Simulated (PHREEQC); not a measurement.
**Silver or lead bath**

Consider water at 75 °C with 13 mmol/kgw Pb(NO3)2 and 0.3 mmol/kgw NaCl. Closed to the air; pH follows from the charge balance.

Model: ion-association model, wateq4f.dat, run in PHREEQC.

Each row changes one thing in this solution. Precipitation was switched off in this run.

```tsv
case	pH	ionic strength (mol/kgw)	NO3- (mol/kgw)	Pb+2 (mol/kgw)	PbNO3+ (mol/kgw)	Cl- (mol/kgw)	SI of Pb(OH)2 (Pb(OH)2)	SI of Litharge (PbO)
as made	4.90	0.0355	0.0242	0.0111	0.00181	0.000189	+0.83	-3.49
0.016 mol/kgw CaBr2 added	5.11	0.0727	0.0252	0.00572	0.000771	0.000242	+0.88	-3.44
NaCl from 0.0003 to 0.003 mol/kgw	4.92	0.0365	0.0243	0.0103	0.00167	0.00195	+0.84	-3.48
Pb(NO3)2 from 0.013 to 0.13 mol/kgw	4.25	0.283	0.207	0.0762	0.0534	9.73e-5	+0.11	-4.20
NaCl from 0.0003 to 3e-05 mol/kgw	4.90	0.0353	0.0242	0.0111	0.00183	1.89e-5	+0.83	-3.49
temperature from 75 to 50 °C	4.89	0.0354	0.0241	0.0110	0.00188	0.000218	+0.16	-4.28
```

Some of these states are supersaturated (in Pb(OH)2, for instance). At this temperature some constants are extrapolated from 25 °C, and those without enthalpy data are left unchanged.
